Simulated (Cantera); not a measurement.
What does this Cantera script print?

```python
import numpy as np
import cantera as ct

gas_names = """
    B BCL BCL2 BCL3 BH BH2 BH3 BN B2 CL CL2 H HCL H2 N NH NH2 NH3 N2 N2H2 N2H4
""".split()
cond_names = """
    B(b) B(L) BN(s) NH4CL(a) NH4CL(b)
""".split()


# ... load() reads the species with a 1 bar reference pressure and builds the phases ...
atoms = {
    'BN': {'B': 1, 'N': 1},
    'Cl2': {'CL': 2},
    'H2': {'H': 2},
}
top_T = {'BN(s)': 3200}  # K; cautious upper limits of use, not melting points


# ... equilibrate(T, P, feed) seeds the gas with the atoms and calls Mixture.equilibrate('TP', solver="vcs", rtol=1e-11, max_steps=5000) ...
results = []
T = 1323.15  # K
P = 3.2  # Pa
for m in [2.7, 4, 6, 9, 13, 20, 30]:
    feed = {'BN': 1, 'Cl2': m, 'H2': 33}  # mol
    mix = equilibrate(T, P, feed)
    results.append((T, P, feed, dict(zip(mix.species_names, mix.species_moles))))

top = {s: max(r[3][s] / sum(r[3][g] for g in gas_names) for r in results) for s in gas_names}
cols = sorted((s for s in top if top[s] > 1e-05), key=lambda s: -top[s])[:5]
seen = [c for c in cond_names if any(r[3].get(c, 0) > 1e-12 for r in results)]
print("log10 of partial pressures in bar; condensed amounts in mol")
print(f"{'n(Cl2)':>10s}" + "".join(f"{s[:9]:>10s}" for s in cols + seen))
for T, P, feed, n in results:
    ng = sum(n[g] for g in gas_names)
    print(f"{feed['Cl2']:10.4g}" + "".join(f"{np.log10(max(n[s] / ng * P / 1e5, 1e-99)):10.3f}" for s in cols)
          + "".join(f"{n.get(c, 0):10.4g}" for c in seen))
```

Output:

```
log10 of partial pressures in bar; condensed amounts in mol
    n(Cl2)       HCL        H2      BCL3        N2        CL     BN(s)
       2.7    -5.316    -4.566    -8.926    -8.750    -8.908     0.996
         4    -5.161    -4.601    -8.518    -8.532    -8.736    0.9932
         6    -5.008    -4.654    -8.115    -8.260    -8.556    0.9866
         9    -4.865    -4.737    -7.720    -7.942    -8.372      0.97
        13    -4.746    -4.855    -7.353    -7.613    -8.194    0.9299
        20    -4.625    -5.094    -6.863    -7.147    -7.953    0.7639
        30    -4.539    -5.640    -6.300    -6.595    -7.594         0
```

Method: chemical equilibrium by Gibbs-energy minimisation in Cantera with the NASA 1993 tables (ideal gas, pure condensed phases). The tables' values for BCl2, BCl are old estimates; treat these amounts as uncertain. Gases not in the tables: BHCl2.
